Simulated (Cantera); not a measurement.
## Adiabatic ignition

An adiabatic, constant-volume homogeneous reactor starts with 3.01 % CH4, 17.2 % O2, 64.7 % N2, 15.1 % CO2, at 1675 K and 3750 Torr.

Model: GRI-Mech 3.0 (53 species, 325 reactions), integrated in Cantera.

```
t (s)     T (K)  P (bar)   x CH4   x O2  x CO2     x N2O      x NO     x CH2
--------  -----  -------  ------  -----  -----  --------  --------  --------
2.00e-6    1675     5.00  0.0301  0.172  0.151  2.42e-11    <1e-12  1.24e-11
4.31e-6    1675     5.00  0.0301  0.172  0.151  8.48e-11    <1e-12  5.26e-11
9.28e-6    1675     5.00  0.0301  0.172  0.151  3.24e-10  1.35e-12  3.17e-10
2.00e-5    1675     5.00  0.0299  0.172  0.151   1.35e-9  6.77e-12   3.28e-9
4.31e-5    1682     5.02  0.0281  0.171  0.150   8.67e-9  7.16e-11   8.35e-8
9.28e-5    2273     6.84  <1e-12  0.114  0.169   2.63e-6   2.31e-5    <1e-12
0.000200   2353     7.05  <1e-12  0.112  0.177   1.49e-6   8.71e-5    <1e-12
0.000431   2355     7.05  <1e-12  0.112  0.177   1.45e-6  0.000200    <1e-12
0.000928   2354     7.05  <1e-12  0.112  0.177   1.45e-6  0.000439    <1e-12
0.00200    2353     7.05  <1e-12  0.111  0.177   1.44e-6  0.000941    <1e-12
0.00431    2351     7.04  <1e-12  0.111  0.177   1.44e-6   0.00196    <1e-12
0.00928    2347     7.03  <1e-12  0.110  0.177   1.43e-6   0.00386    <1e-12
0.0200     2340     7.01  <1e-12  0.108  0.177   1.42e-6   0.00675    <1e-12
0.0431     2334     6.99  <1e-12  0.107  0.177   1.42e-6   0.00955    <1e-12
0.0928     2332     6.98  <1e-12  0.106  0.177   1.42e-6    0.0107    <1e-12
0.200      2331     6.98  <1e-12  0.106  0.177   1.42e-6    0.0108    <1e-12
```
x: mole fraction; the columns are a selection and need not sum to one.

```
Item                                                              Result
---------------------------------  -------------------------------------
time of steepest temperature rise                                68.0 µs
temperature at 0.200 s                                            2331 K
equilibrium temperature                                           2331 K
x(CH4) at 0.200 s                  <1e-12 (gas-phase equilibrium <1e-12)
x(O2) at 0.200 s                     0.106 (gas-phase equilibrium 0.106)
x(CO2) at 0.200 s                    0.177 (gas-phase equilibrium 0.177)
```
